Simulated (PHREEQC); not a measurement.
Dissolve 4.8 mol/kgw KOH, 0.36 mol/kgw Na2SO4 and 0.25 mol/kgw KBr at 25 °C. Closed to the air; pH follows from the charge balance.

All values are PHREEQC results (Pitzer model, pitzer.dat), not measurements.

No solid was allowed to form.

Problem. Estimate the pH, activity of water, osmotic coefficient.

Solution. pH 15.26; activity of water 0.757; osmotic coefficient 1.381.

Examples of supersaturated solids here: Arcanite, Glaserite. Others may be too. Species that the database lacks are ignored. In brines, pH and single-ion activities rest on the MacInnes convention.
